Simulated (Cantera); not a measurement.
Mixture: CO : H2 : O2 : N2 = 1 : 0.13 : 0.471 : 1.55 (molar parts), equivalence ratio 1.2, at 10.0 bar, adiabatic and at constant pressure. Ignition delay is the time to a rise of 400 K.

Model: GRI-Mech 3.0 (53 species, 325 reactions), integrated in Cantera. The hydrogen kinetics of GRI-Mech 3.0 are dated; newer H2 mechanisms differ, most at raised pressure. Where the delays flatten at high temperature, the 400 K rule measures the pace of heat release, not the induction time.

Problem. What does this change do: 0.17 parts H2O added?

Solution. 
```tsv
quantity	before	after
delay at 1275 K	11.9 µs	20.6 µs
delay at 1375 K	5.73 µs	7.54 µs
delay at 1475 K	3.74 µs	4.31 µs
delay at 1575 K	2.84 µs	3.02 µs
delay at 1675 K	2.35 µs	2.37 µs
delay at 1775 K	2.06 µs	1.99 µs
```
